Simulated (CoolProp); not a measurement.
A closed Brayton cycle with nitrogen: compressor inlet 318.15 K and 3.7 MPa, high pressure 12.6 MPa, turbine inlet 755 K, compressor efficiency 0.89, turbine efficiency 0.9, recuperator effectiveness 0.8 (on enthalpy, no pinch check). Each further row changes one setting.

The numbers come from the reference Helmholtz-energy equation of state, Span 2000 in CoolProp.

| case | thermal efficiency (%) | net work (kJ/kg) | compressor to turbine work | compressor exit (K) | turbine exit (K) |
|---|---|---|---|---|---|
| as stated | 23.7 | 56.7 | 0.74 | 469.8 | 561.1 |
| turbine inlet 705 K | 19.4 | 42.1 | 0.79 | 469.8 | 522.3 |
| compressor inlet 328.15 K | 21.8 | 51.5 | 0.76 | 484.2 | 561.1 |
| high pressure 10.7 MPa | 25.2 | 56.7 | 0.70 | 446.4 | 583.8 |
| recuperator effectiveness 0.5 | 21.1 | 56.7 | 0.74 | 469.8 | 561.1 |
